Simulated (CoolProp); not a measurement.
A single-stage vapour-compression cycle with propylene: evaporating at 283.15 K (dew point), condensing at 304.15 K (bubble point), superheat 5 K, subcooling 8 K, compressor efficiency 0.65, no pressure losses. Each further row changes one setting.

Model: reference Helmholtz-energy equation of state, Lemmon 2013, in CoolProp.

```csv
case,cooling COP,pressure ratio,discharge temperature (K),refrigerating effect (kJ/kg),volumetric capacity (kJ/m³)
as stated,8.16,1.72,321.0,337,5350
evaporating temperature 288.15 K,11.1,1.50,318.0,342,6210
condensing temperature 299.15 K,11.0,1.52,313.5,350,5560
subcooling 13 K,8.47,1.72,321.0,350,5560
superheat 15 K,8.12,1.72,331.3,355,5340
compressor efficiency 0.55,6.90,1.72,324.9,337,5350
```
